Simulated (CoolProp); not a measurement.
The numbers come from the reference Helmholtz-energy equation of state, Akasaka 2015 in CoolProp.

Q: For R245fa, give the phase and the cv (kJ/(kg K)), speed of sound (m/s), Joule-Thomson coefficient (K/MPa), viscosity (µPa s) at 166.85 °C and 2050 kPa.

A: 
- 166.85 °C and 2050 kPa: gas; cv 1.10, speed of sound 141, Joule-Thomson coefficient 9.92, viscosity 18.4

Viscosity comes from a separate model (Bell 2016), an estimate that may be off by 10 % or more.
